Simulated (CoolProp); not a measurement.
50 sccm (0 °C, 1 atm) of nitrogen bubbles through liquid octamethylcyclotetrasiloxane (D4) at 299.7 K and leaves saturated at a total pressure of 0.00441 MPa (ideal gas phase). Each further row changes one setting.

The numbers come from the reference Helmholtz-energy equation of state, Thol 2015 in CoolProp.

```csv
case,vapour pressure (kPa),mole fraction of vapour,delivery (mg/min),delivery (sccm),change of delivery for a bath 1 K warmer (%)
as stated,0.151,0.0342,23.4,1.77,7.9
bath temperature 304.7 K,0.216,0.0490,34.1,2.57,7.7
total pressure 0.00882 MPa,0.151,0.0171,11.5,0.869,7.7
```
